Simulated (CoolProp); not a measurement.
Vapour-liquid equilibrium of R134a (1) + R142b (2) at 286.6 K; x and y are mole fractions of (1).

Computed with CoolProp (multi-fluid Helmholtz-energy mixture model, Tillner-Roth 1994 and Lemmon 2006; pair parameters Bell 2016).

Task: Give the bubble pressure and the first vapour's composition at x = 0.2, 0.425, 0.65. Is there an azeotrope?

Result: x = 0.2: 2.911 bar, y = 0.343; x = 0.425: 3.487 bar, y = 0.589; x = 0.65: 3.986 bar, y = 0.766. No azeotrope shows between x = 0.05 and 0.95.

The pair parameters rest on a limited set of measurements; away from them the model extrapolates.
